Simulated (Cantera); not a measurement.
Mixture: CH₄ : H₂ : O₂ : N₂ = 1 : 0.66 : 3.07 : 13.5 (molar parts), at 0.987 atm, adiabatic and at constant pressure. Ignition delay is the time to a rise of 400 K.

Detailed kinetics in Cantera: GRI-Mech 3.0 (53 species, 325 reactions). Where the delays flatten at high temperature, the 400 K rule measures the pace of heat release, not the induction time.

Q: What does this change do: pressure from 0.987 atm to 13.8 atm?

A: 
| quantity | before | after |
|---|---|---|
| delay at 1298 K | 0.718 ms | 0.104 ms |
| delay at 1398 K | 0.354 ms | 47.5 µs |
| delay at 1498 K | 0.194 ms | 24.8 µs |
| delay at 1598 K | 0.115 ms | 13.9 µs |
| delay at 1698 K | 72.4 µs | 8.12 µs |
| apparent activation energy between 1648 and 1748 K | 110 kJ/mol | 120 kJ/mol |
The pressure lies above the range GRI-Mech 3.0 was tuned for (to about 10 atm).
